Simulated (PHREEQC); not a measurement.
Consider water at 25 °C with 23 mmol/kgw HNO3, 0.044 mmol/kgw FeCl3, 110 mmol/kgw KCl and 70 mmol/kgw Mn(NO3)2. Closed to the air; pH follows from the charge balance.

Model: ion-association model, phreeqc.dat, run in PHREEQC.

No solid was allowed to form.

Problem. Estimate the pH.

Solution. pH 1.75.

Problem. In which forms is Fe present?

Solution. Fe+3 47 %, FeCl+2 42 %, FeOH+2 7.0 %, FeCl2+ 4.6 % of the Fe.

Examples of supersaturated solids here: Hematite (slow to form), Goethite (slow to form). Others may be too.
